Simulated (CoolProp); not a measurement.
Computed with CoolProp (reference Helmholtz-energy equation of state, Bücker 2006).

Task: Give the vapour pressure (kPa), vapour density (kg/m³) of saturated ethane at 245.9, 252.6, 255.9 K.

Result: 
```
T (K)  p (kPa)  vapour density (kg/m³)
-----  -------  ----------------------
245.9     1160                    20.9
252.6     1400                    25.5
255.9     1530                    28.0
```
